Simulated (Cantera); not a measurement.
Input: 1 mol MgO, 0.35 mol C, 0.015 mol H2, equilibrated at 2298 K and 130 Pa.

Cantera equilibrium calculation (NASA polynomials, part measured and part estimated; ideal gas, pure solids and liquids). Candidate condensed phases: C, C6H6, C7H8, C8H18, H2O, Mg, MgCO3, MgO, Mg(OH)2; 116 gas species. The tables' values for MgH are old estimates; treat these amounts as uncertain. Kinetics and transport are ignored.

Question: What is the equilibrium state?

Answer: 
```
Item                                        Result
--------------------------------------  ----------
x(Mg)                                        0.519
x(CO)                                        0.379
x(CO2)                                      0.0609
x(H)                                        0.0177
x(O)                                       0.00697
x(H2)                                      0.00445
x(H2O)                                     0.00401
x(O2)                                      0.00262
x(MgO)                                     0.00257
n(MgO(s))                                0.584 mol
gas amount                              0.7964 mol
log10 activity of Mg(l) (absent)             -5.08
log10 activity of C(graphite) (absent)       -7.64
```
